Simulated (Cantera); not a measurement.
## Catalytic stagnation flow on Pt

A jet of 2.41 % CH4, 6.78 % O2, 90.8 % N2, equivalence ratio 0.71 at 300 K and 21.8 Torr hits a platinum plate 5.1 cm away at a mass flux of 0.03 kg/m²/s; the plate temperature is set and raised in steps from an oxygen-covered start.

Cantera simulation using Deutschmann's 1995 Pt surface mechanism with GRI-Mech 3.0 gas chemistry; the numbers are that mechanism's predictions, not measurements. Catalytic surfaces can have several steady states; this one follows from the mechanism file's or the stated starting coverage.

| plate T (K) | wall x CH4 | wall x O2 | wall x H2O | wall x OH | wall x CO | wall x CO2 | θ free Pt | θ O* |
|---|---|---|---|---|---|---|---|---|
| 850 | 0.0183 | 0.0555 | 0.0109 | <1e-8 | 6.34e-6 | 0.00707 | 0.227 | 0.773 |
| 900 | 0.0149 | 0.0481 | 0.0173 | 3.61e-8 | 7.48e-6 | 0.0113 | 0.310 | 0.689 |
| 950 | 0.0117 | 0.0415 | 0.0232 | 1.14e-7 | 8.39e-6 | 0.0151 | 0.396 | 0.603 |
| 1000 | 0.00926 | 0.0363 | 0.0277 | 3.03e-7 | 9.33e-6 | 0.0181 | 0.481 | 0.518 |
| 1050 | 0.00749 | 0.0326 | 0.0309 | 7.18e-7 | 1.05e-5 | 0.0202 | 0.561 | 0.439 |
x: mole fraction at the wall; θ: surface coverage.
